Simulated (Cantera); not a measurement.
What does this Cantera script print?

```python
import numpy as np
import cantera as ct

gas = ct.Solution("h2o2.yaml")
gas.TPX = 700, 250000, {'H2': 1, 'O2': 0.263, 'N2': 0.789}
flame = ct.FreeFlame(gas, width=0.021)
flame.set_refine_criteria(ratio=3, slope=0.08, curve=0.16)
flame.transport_model = "mixture-averaged"
flame.solve(loglevel=0, auto=True)
z, T = flame.grid, flame.T
thick = (T[-1] - T[0]) / np.gradient(T, z).max()
show = ['H2', 'O2', 'H2O', 'OH', 'HO2', 'H']
print(f"laminar burning velocity  {flame.velocity[0] * 100:.3f} cm/s")
print(f"burnt temperature         {T[-1]:.1f} K")
print(f"thermal thickness         {thick * 1e3:.4f} mm")
print(f"grid points               {len(z)}")
z0 = z[flame.heat_release_rate.argmax()]
print(f"{'z/mm':>9s}{'T/K':>9s}{'u/(m/s)':>9s}" + "".join(f"{s:>11s}" for s in show))
rows = []
for k in (-3, -2, -1.5, -1, -0.5, -0.25, 0, 0.25, 0.5, 1, 2, 4, 8):
    zz = z0 + k * thick
    rows.append([k * thick, np.interp(zz, z, T), np.interp(zz, z, flame.velocity),
                 *(np.interp(zz, z, flame.X[gas.species_index(s)]) for s in show)])
    print(f"{rows[-1][0] * 1e3:9.3f}{rows[-1][1]:9.1f}{rows[-1][2]:9.3f}" + "".join(f"{x:11.3e}" for x in rows[-1][3:]))
```

It prints:

```
laminar burning velocity  1455.954 cm/s
burnt temperature         2539.5 K
thermal thickness         0.1431 mm
grid points               130
     z/mm      T/K  u/(m/s)         H2         O2        H2O         OH        HO2          H
   -0.429    700.0   14.560  4.873e-01  1.282e-01  1.304e-13  9.163e-18  7.611e-12  1.572e-15
   -0.286    700.0   14.560  4.873e-01  1.282e-01  1.785e-11  1.045e-14  1.713e-10  2.256e-12
   -0.215    700.0   14.560  4.873e-01  1.282e-01  1.648e-09  3.132e-12  1.723e-08  9.718e-10
   -0.143    700.1   14.560  4.873e-01  1.282e-01  2.960e-07  1.469e-09  2.064e-06  3.256e-07
   -0.072    724.7   14.999  4.834e-01  1.280e-01  1.117e-03  8.841e-05  3.849e-04  4.684e-04
   -0.036    946.4   19.119  4.486e-01  1.217e-01  2.161e-02  9.154e-04  3.246e-04  1.040e-02
    0.000   1383.8   27.104  3.376e-01  7.891e-02  1.132e-01  3.812e-03  1.504e-04  5.517e-02
    0.036   1691.0   32.760  2.401e-01  2.313e-02  2.191e-01  7.475e-03  4.355e-05  9.289e-02
    0.072   1830.5   35.209  2.154e-01  6.043e-03  2.535e-01  8.864e-03  1.105e-05  9.684e-02
    0.143   1968.3   37.507  2.173e-01  1.679e-03  2.645e-01  9.653e-03  3.131e-06  8.444e-02
    0.286   2107.1   39.732  2.270e-01  1.033e-03  2.697e-01  9.515e-03  1.920e-06  6.680e-02
    0.572   2243.6   41.852  2.367e-01  6.082e-04  2.754e-01  8.470e-03  1.157e-06  4.903e-02
    1.145   2357.0   43.562  2.446e-01  3.162e-04  2.809e-01  6.792e-03  6.300e-07  3.411e-02
```

Detailed kinetics in Cantera: the H2/O2 subset of GRI-Mech 3.0, which has no nitrogen chemistry. The hydrogen kinetics of GRI-Mech 3.0 are dated; newer H2 mechanisms differ, most at raised pressure. Burning velocities carry a grid error of a few per cent, more on coarse grids.
